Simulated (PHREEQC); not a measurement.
# Acid rinse or clean (model solution)

Dissolve 0.0062 mol/kgw HCl, 0.0006 mol/kgw AlCl3 and 0.0011 mol/kgw CuCl2 at 20 °C. Closed to the air; pH follows from the charge balance.

Equilibrium calculation in PHREEQC: ion-association model, phreeqc.dat.

This is a speciation only: nothing precipitates in the calculation.

Estimate the pH, specific conductance.

pH 2.25; specific conductance 2590 µS/cm.

In which forms is Cu present?

Cu+2 99 %, CuCl+ 1.4 % of the Cu.

Complexes and solids missing from the database can't appear.
